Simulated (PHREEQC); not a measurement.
A column of 0.2 m (30 cells, dispersivity 0.01 m, 300 s a shift, diffusion coefficient 3e-10 m²/s) holds 0.043 eq of the database's cation exchanger X per kg of pore water, first in equilibrium with 0.0029 mol MnCl2, 0.0077 mol KBr and 1e-05 mol HCl per kg of water. It is flushed with 0.0008 mol/kgw PbCl2, 0.011 mol/kgw CdCl2, 0.051 mol/kgw KCl and 1e-05 mol/kgw HCl, at 25 °C. Values are for the last cell. No CO2 enters from the air. Nothing may precipitate in this run.

All values are PHREEQC results (ion-association model, phreeqc.dat), not measurements.

| pore volumes | Cd in solution (mol/kgw) | Pb in solution (mol/kgw) | Br in solution (mol/kgw) |
|---|---|---|---|
| 0 | 0 | 0 | 0.00770 |
| 0.2833 | 0 | 0 | 0.00770 |
| 0.55 | 3.62e-10 | 0 | 0.00742 |
| 0.8167 | 0.000116 | 5.80e-9 | 0.00530 |
| 1.083 | 0.00263 | 5.62e-6 | 0.00262 |
| 1.35 | 0.00656 | 6.47e-5 | (withheld) |
| 1.617 | (withheld) | 0.000197 | 0.000341 |
| 1.883 | 0.0103 | 0.000353 | 0.000105 |
| 2.15 | 0.0108 | 0.000492 | 3.05e-5 |
| 2.417 | 0.0109 | 0.000598 | (withheld) |
| 2.683 | 0.0110 | 0.000673 | 2.35e-6 |
| 2.95 | 0.0110 | 0.000722 | 6.35e-7 |
| 3.217 | 0.0110 | 0.000753 | 1.69e-7 |
| 3.483 | 0.0110 | (withheld) | 4.48e-8 |
| 3.75 | 0.0110 | 0.000784 | 1.18e-8 |
| 4.017 | 0.0110 | 0.000790 | 3.08e-9 |

Task: What belongs in the gaps?

Result: 
- 1.35, Br in solution (mol/kgw): 0.00101
- 1.617, Cd in solution (mol/kgw): 0.00909
- 2.417, Br in solution (mol/kgw): 8.58e-6
- 3.483, Pb in solution (mol/kgw): 0.000772
